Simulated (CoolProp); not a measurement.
Computed with CoolProp (reference Helmholtz-energy equation of state, Akasaka 2023).

Task: For R1224YDZ, give the phase and the cp (kJ/(kg K)), cv (kJ/(kg K)), speed of sound (m/s), Joule-Thomson coefficient (K/MPa) at 258 K and 0.127 MPa.

Result: 
- 258 K and 0.127 MPa: liquid; cp 1.08, cv 0.761, speed of sound 773, Joule-Thomson coefficient -0.354
